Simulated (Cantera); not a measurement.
Charge: 1 mol BaF2, 18 mol H2O, 6.8 mol N2, held at 0.160 Pa.

Equilibrium computed with Cantera from the NASA thermochemical tables; the gas is ideal and each condensed phase is pure. Candidate condensed phases: Ba, BaF2, BaO, Ba(OH)2, H2O; 45 gas species. Rates play no part. All values below are at 1373 K.

Base state: H2O 0.676, N2 0.263, HF 0.0325, BaF2 0.0224, H2 0.00374, O2 0.00179, OH 0.000519, Ba(OH)2 0.000219 (mole fractions); condensed: BaO(s).

What changes in the equilibrium state with this change: pressure from 0.160 Pa to 1.00 bar?


| species | before | after |
|---|---|---|
| H2O | 0.676 | 0.725 |
| N2 | 0.263 | 0.274 |
| HF | 0.0325 | 0.000372 |
| BaF2 | 0.0224 | 2.16e-6 |
| Ba(OH)2 | 0.000219 | 0.000186 |
| BaF | 0.000143 | <1e-9 |
| O | 2.06e-5 | 2.78e-9 |
| H | 0.000161 | 2.30e-8 |
| O2 | 0.00179 | 2.04e-5 |
| BaO(s), mol | 0.412 | 0 |
| BaF2(s), mol | 0 | 0.995 |
